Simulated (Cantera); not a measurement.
**Thermodynamics of fluorocarbon and chlorocarbon gases, feed CCl4 + H2**

Input: 1 mol CCl4, 2.9 mol H2, at 1.70 mbar.

These are equilibrium values from Cantera (NASA tables, ideal gas, pure condensed phases), not measurements of a reactor. Candidate condensed phases: C, C6H6, C7H8, C8H18; 103 gas species. Ions and electrons are included (thermal ionisation). The tables' values for CCl are old estimates; treat these amounts as uncertain. The numbers say what is thermodynamically allowed, not how fast it happens.

From 2500 K to 2750 K the condensed part is C(graphite). From 3000 K to 5000 K nothing is condensed. The main C-bearing gas is C2H2 (acetylene) at 2500 K and C at 5000 K.

| T (K) | x H | x Cl | x HCl | x H2 | x C | x C3 | x C2 | n C(graphite) |
|---|---|---|---|---|---|---|---|---|
| 2500 | 0.245 | 0.306 | 0.285 | 0.162 | 9.79e-5 | 0.000292 | 2.69e-5 | 0.966 |
| 2750 | 0.443 | 0.380 | 0.0884 | 0.0713 | 0.00222 | 0.00992 | 0.000960 | 0.646 |
| 3000 | 0.529 | 0.386 | 0.0204 | 0.0190 | 0.0152 | 0.0241 | 0.00482 | 0 |
| 3250 | 0.544 | 0.380 | 0.00508 | 0.00488 | 0.0469 | 0.0115 | 0.00698 | 0 |
| 3500 | 0.538 | 0.373 | 0.00147 | 0.00141 | 0.0802 | 0.00167 | 0.00406 | 0 |
| 3750 | 0.537 | 0.371 | 0.000513 | 0.000488 | 0.0900 | 0.000108 | 0.00126 | 0 |
| 4000 | 0.537 | 0.370 | 0.000204 | 0.000193 | 0.0919 | 7.83e-6 | 0.000383 | 0 |
| 4250 | 0.537 | 0.370 | 9.06e-5 | 8.50e-5 | 0.0923 | 7.38e-7 | 0.000131 | 0 |
| 4500 | 0.537 | 0.370 | 4.40e-5 | 4.10e-5 | 0.0924 | 8.96e-8 | 5.00e-5 | 0 |
| 4750 | 0.537 | 0.370 | 2.30e-5 | 2.13e-5 | 0.0923 | 1.35e-8 | 2.10e-5 | 0 |
| 5000 | 0.537 | 0.370 | 1.28e-5 | 1.18e-5 | 0.0921 | 2.45e-9 | 9.62e-6 | 0 |
x: gas mole fraction; n: condensed amount in mol.
